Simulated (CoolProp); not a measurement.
C2F6 (R116) at several states: fugacity coefficient from the reference equation and from simpler models built on Tc = 19.9 °C, pc = 3.048 MPa, ω = 0.257; each cubic takes its own stable root.

Values from CoolProp's reference Helmholtz-energy equation of state, Lemmon 2006. It is a short technical equation, of lower accuracy than the large ones.

| T (°C) | p (MPa) | phase | reference |
|---|---|---|---|
| -52.45 | 0.904 | liquid | 0.3460 |
| 38.55 | 0.612 | gas | 0.9464 |
| 17.35 | 0.0121 | gas | 0.9986 |
| 30.45 | 0.02 | gas | 0.9981 |

### Question
How far does each simpler model (van der Waals, Redlich-Kwong) lie from the reference over these 4 states: mean and median of the absolute difference, and the worst?

### Answer
- van der Waals: mean 33.7 %, median 0.1 %, worst +134.3 % at -52.45 °C and 0.904 MPa
- Redlich-Kwong: mean 9.7 %, median 0.2 %, worst +38.7 % at -52.45 °C and 0.904 MPa
